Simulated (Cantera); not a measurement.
# Chemical vapour transport: Si + H2O + N2

Charge: 1 mol Si, 0.73 mol H2O, 0.3 mol N2, equilibrated at 75.0 Torr.

Cantera equilibrium calculation (NASA polynomials, part measured and part estimated; ideal gas, pure solids and liquids). Candidate condensed phases: H2O, Si, SiO2, Si2N2O, Si3N4; 35 gas species. N2 is the only nitrogen source here; it is nearly inert below about 1500 K, so the nitride shown seldom forms there in practice. Mutual solubility and eutectic melting of coexisting phases are not modelled. The tables hold silica as quartz up to 1696 K and as liquid above; real silica turns to tridymite and cristobalite and melts near 1996 K. The numbers say what is thermodynamically allowed, not how fast it happens.

| T (°C) | x H2 | x SiO | x H | x H2O | x SiH2 | x N2 | n Si(s) | n SiO2(α-quartz) | n Si2N2O(s) | n SiO2(β-quartz) |
|---|---|---|---|---|---|---|---|---|---|---|
| 502 | 1.00 | <1e-12 | 3.14e-12 | <1e-12 | <1e-12 | <1e-12 | 0.185 | 0.215 | 0.300 | 0 |
| 577 | 1.00 | 3.21e-12 | 6.48e-11 | 1.24e-11 | <1e-12 | <1e-12 | 0.185 | 0 | 0.300 | 0.215 |
| 652 | 1.00 | 1.75e-10 | 8.23e-10 | 1.32e-10 | 8.89e-12 | <1e-12 | 0.185 | 0 | 0.300 | 0.215 |
| 727 | 1.00 | 5.21e-9 | 7.18e-9 | 9.74e-10 | 9.37e-11 | <1e-12 | 0.185 | 0 | 0.300 | 0.215 |
| 802 | 1.00 | 9.56e-8 | 4.64e-8 | 5.42e-9 | 7.12e-10 | <1e-12 | 0.185 | 0 | 0.300 | 0.215 |
| 877 | 1.000 | 1.19e-6 | 2.36e-7 | 2.39e-8 | 4.15e-9 | 5.79e-12 | 0.185 | 0 | 0.300 | 0.215 |
| 952 | 1.000 | 1.09e-5 | 9.86e-7 | 8.78e-8 | 1.95e-8 | 1.30e-10 | 0.185 | 0 | 0.300 | 0.215 |
| 1027 | 1.000 | 7.61e-5 | 3.50e-6 | 2.76e-7 | 7.65e-8 | 2.03e-9 | 0.185 | 0 | 0.300 | 0.215 |
| 1102 | 1.000 | 0.000430 | 1.08e-5 | 7.65e-7 | 2.58e-7 | 2.34e-8 | 0.185 | 0 | 0.300 | 0.215 |
| 1177 | 0.998 | 0.00202 | 2.99e-5 | 1.90e-6 | 7.68e-7 | 2.09e-7 | 0.184 | 0 | 0.300 | 0.214 |
x: gas mole fraction; n: condensed amount in mol.

At 502 °C the condensed part is Si(s) + SiO2(α-quartz) + Si2N2O(s). From 577 °C to 1177 °C the condensed part is Si(s) + SiO2(β-quartz) + Si2N2O(s). The main Si-bearing gas is SiH4 at 502 °C and SiO at 1177 °C.
